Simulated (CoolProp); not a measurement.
Cyclohexane at several states: fugacity coefficient from the reference equation and from simpler models built on Tc = 553.6 K, pc = 4081 kPa, ω = 0.209; each cubic takes its own stable root.

Computed with CoolProp (reference Helmholtz-energy equation of state, Zhou 2014).

```
T (K)  p (kPa)          phase  reference  van der Waals  Redlich-Kwong  Peng-Robinson
-----  -------  -------------  ---------  -------------  -------------  -------------
540.7      812            gas     0.9280         0.9377         0.9283            [?]
475.8      920            gas     0.8765         0.9043            [?]            [?]
483.6      128            gas     0.9837         0.9872         0.9843         0.9823
559.9     21.5            gas     0.9983         0.9985         0.9983         0.9981
514.8     58.7            gas     0.9939         0.9949         0.9940         0.9932
614      15000  supercritical        [?]         0.4280         0.4103         0.4018
```

**Question.** Fill in the missing entries.

**Answer.** 
- 540.7, Peng-Robinson: 0.9205
- 475.8, Redlich-Kwong: 0.8834
- 475.8, Peng-Robinson: 0.8693
- 614, reference: 0.4067
